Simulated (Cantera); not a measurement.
Standard-state values (1 bar) from the NASA 1993 polynomials, evaluated with Cantera. Values are per mole of reaction as written; species without (g) are pure solids or liquids, kept so even where they would boil at 1 bar.

P4O10(g) ⇌ P4(g) + 10 O(g), with ΔH° = 5455.0 kJ and ΔS° = 1487.2 J/K at 300 K.

How far is the shortcut ΔG° ≈ ΔH°(300 K) − T·ΔS°(300 K) from the full temperature-dependent value at 1998, 2148, 2298, 2448, 2598 K?


```csv
T (K),shortcut (kJ),full (kJ),difference (kJ),difference in log10 K
1998,2483.4,2432.3,51.1,-1.34
2148,2260.4,2206.7,53.7,-1.31
2298,2037.3,1981.4,55.9,-1.27
2448,1814.2,1756.4,57.8,-1.23
2598,1591.1,1531.8,59.3,-1.19
```
The shortcut ignores the heat-capacity change of the reaction.
